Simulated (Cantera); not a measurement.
Input: 1 mol Ti(OiPr)₄, a varied amount of O₂, equilibrated at 1.00 bar.

Cantera equilibrium calculation (NASA polynomials, part measured and part estimated; ideal gas, pure solids and liquids). Candidate condensed phases: C, C₆H₆, C₇H₈, C₈H₁₈, H₂O, Ti, TiC, TiO, TiO₂, Ti₂O₃, Ti₃O₅, Ti₄O₇; 113 gas species. The feed counts by its element totals alone. Mutual solubility and eutectic melting of coexisting phases are not modelled. TiC: taken at fixed stoichiometry. Condensed phases not in the tables: Magnéli phases beyond Ti₄O₇. Rates play no part.

Stable condensed phases, one row left out:

```
T in K \ n(O₂) in mol
         0.16 0.24 0.38 0.58 0.91  1.4  2.2  3.4
   1950     A    A    A    A    A    A    A    A
   1900     A    A    A    A    A    A    A    A
   1850     A    A    A    A    A    A    A    A
   1800     A    A    A    A    A    A    A    A
   1750     A    A    A    A    A    A    A    A
   1700     A    A    A    A    A    A    A    A
   1650     A    A    A    A    A    A    A    A
   1600     A    A    A    A    A    A    A    A
   1550     A    A    A    A    A    A    A    A
   1450     B    B    B    B    B    B    B    B
   1400     B    B    B    B    B    B    B    B
   1350     B    B    C    D    D    D    D    D
```

A: C + TiC; B: C + Ti₃O₅; C: C + Ti₃O₅ + Ti₄O₇; D: C + Ti₄O₇.

**Question.** Give the row for 1500 K.

**Answer.** 0.16: C + TiC; 0.24: C + TiC; 0.38: C + TiC; 0.58: C + TiC + Ti₃O₅; 0.91: C + TiC + Ti₃O₅; 1.4: C + Ti₃O₅; 2.2: C + Ti₃O₅; 3.4: C + Ti₃O₅.
